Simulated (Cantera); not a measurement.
Charge: 1 mol AlCl3, 3.4 mol NH3, 27 mol N2, at 1923.15 K and 13300 Pa.

These are equilibrium values from Cantera (NASA tables, ideal gas, pure condensed phases), not measurements of a reactor. Candidate condensed phases: Al, AlCl3, AlN, NH4Cl; 20 gas species. The tables' values for AlCl2 are old estimates; treat these amounts as uncertain. The numbers say what is thermodynamically allowed, not how fast it happens.

Base state: N2 0.806, H2 0.121, HCl 0.0442, AlCl 0.0196, AlCl2 0.00527, AlCl3 0.00325, H 0.000897, Cl 0.000247 (mole fractions); condensed: gas only.

What changes in the equilibrium state with this change: temperature from 1923.15 K to 1800 K?


```json
[
 {"species": "N2", "before": "0.806", "after": "0.809"},
 {"species": "H2", "before": "0.121", "after": "0.125"},
 {"species": "HCl", "before": "0.0442", "after": "0.0365"},
 {"species": "AlCl", "before": "0.0196", "after": "0.0154"},
 {"species": "Cl", "before": "0.000247", "after": "7.74e-5"},
 {"species": "H", "before": "0.000897", "after": "0.000347"}
]
```
